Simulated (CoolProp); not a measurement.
Vapour-liquid equilibrium of n-hexane (1) + cyclohexane (2) at 0.356 MPa; x and y are mole fractions of (1).

Computed with CoolProp (multi-fluid Helmholtz-energy mixture model, Thol 2019 and Zhou 2014; pair parameters Bell 2016).

```tsv
x	bubble temperature (K)	y at the bubble point	dew temperature at overall composition x (K)	liquid density (mol/L)
0.05	401.3	0.070	401.6	7.858
0.15	[?]	0.198	400.1	7.704
0.25	397.6	0.315	398.6	7.554
0.35	396.0	0.422	397.1	7.407
0.45	[?]	0.522	395.6	7.265
0.55	[?]	0.617	394.2	7.126
0.65	392.0	0.708	392.8	6.991
0.75	390.8	0.794	391.4	6.860
0.85	389.7	0.879	390.1	6.732
0.95	388.7	0.960	388.8	6.608
```

Q: Complete the blanks.

A: 
- 0.15, bubble temperature (K): 399.4
- 0.45, bubble temperature (K): 394.6
- 0.55, bubble temperature (K): 393.3

No azeotrope shows between x = 0.05 and 0.95.

The pair parameters rest on a limited set of measurements; away from them the model extrapolates.
